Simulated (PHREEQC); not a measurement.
A solution holds 0.0034 mol HF, 7.8e-05 mol NH4F, 7e-05 mol H2SiF6 and 0.0002 mol H2SO4 per kg of water, at 70 °C. Closed to the air; pH follows from the charge balance.

All values are PHREEQC results (ion-association model, phreeqc.dat), not measurements.

```tsv
quantity	before	after
pH	2.97	2.85
ionic strength (mol/kgw)	0.00135	0.00176
HF (mol/kgw)	0.00304	0.00252
F- (mol/kgw)	0.000826	0.00105
SO4-2 (mol/kgw)	0.000156	0.000174
HSO4- (mol/kgw)	4.39e-5	2.58e-5
```

Question: What was changed between the two runs?
(A) H2SiF6 left out
(B) HF from 0.0034 to 0.0068 mol/kgw
(C) 0.00059 mol/kgw NaCl added
(D) temperature from 70 to 35 °C
(E) NH4F from 7.8e-05 to 0.000117 mol/kgw

Answer: D, temperature from 70 to 35 °C

No solid was allowed to form. Away from 25 °C the constants follow the database's enthalpies or fits; those with neither stay at their 25 °C values. SiF6-2 is the database's only silicon fluoride.
